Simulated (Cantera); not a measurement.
Charge: 1 mol Al2O3, 2.9 mol HBr, 0.66 mol O2, at 475 °C and 0.133 bar.

Equilibrium computed with Cantera from the NASA thermochemical tables; the gas is ideal and each condensed phase is pure. Candidate condensed phases: Al, AlBr3, Al2O3, Br2, H2O; 25 gas species. Equilibrium is a limit: real reactors are often held back by kinetics, nucleation or transport.

Base state: H2O 0.455, Br2 0.455, HBr 0.0896, Br 0.000203 (mole fractions); condensed: Al2O3(s).

Problem. What changes in the equilibrium state with this change: pressure from 0.133 bar to 4.30 Pa?

Solution. 
| species | before | after |
|---|---|---|
| H2O | 0.455 | 0.453 |
| Br2 | 0.455 | 0.447 |
| HBr | 0.0896 | 0.0892 |
| Br | 0.000203 | 0.0112 |
| Al2O3(s), mol | 1.00 | 1.00 |
